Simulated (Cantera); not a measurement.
Input: 1 mol PbO, 0.48 mol C, 2.2 mol CO, equilibrated at 1223 K and 830000 Pa.

These are equilibrium values from Cantera (NASA tables, ideal gas, pure condensed phases), not measurements of a reactor. Candidate condensed phases: C, Pb, PbO, PbO2, Pb3O4; 15 gas species. Equilibrium is a limit: real reactors are often held back by kinetics, nucleation or transport.

Base state: CO 0.806, CO2 0.194, Pb 0.000109 (mole fractions); condensed: Pb(l).

**Question.** What changes in the equilibrium state with this change: temperature from 1223 K to 1398 K?

**Answer.** 
| species | before | after |
|---|---|---|
| CO | 0.806 | 0.805 |
| CO2 | 0.194 | 0.194 |
| Pb | 0.000109 | 0.00103 |
| Pb(l), mol | 1.000 | 0.997 |

**Question.** What changes in the equilibrium state with this change: 0.0019 mol CH4 added?

**Answer.** 
```json
[
 {"species": "CO", "before": "0.806", "after": "0.806"},
 {"species": "CO2", "before": "0.194", "after": "0.193"},
 {"species": "H2", "before": "0", "after": "0.00105"},
 {"species": "H2O", "before": "0", "after": "0.000366"},
 {"species": "Pb", "before": "0.000109", "after": "0.000109"},
 {"species": "Pb(l), mol", "before": "1.000", "after": "1.000"}
]
```
Further candidate phases: C6H6, C7H8, C8H18, H2O.

**Question.** What changes in the equilibrium state with this change: C from 0.48 to 5.6 mol?

**Answer.** 
```
species             before     after
----------------  --------  --------
CO                   0.806     0.906
CO2                  0.194    0.0938
Pb                0.000109  0.000109
Pb(l), mol           1.000     1.000
C(graphite), mol         0      4.87
```
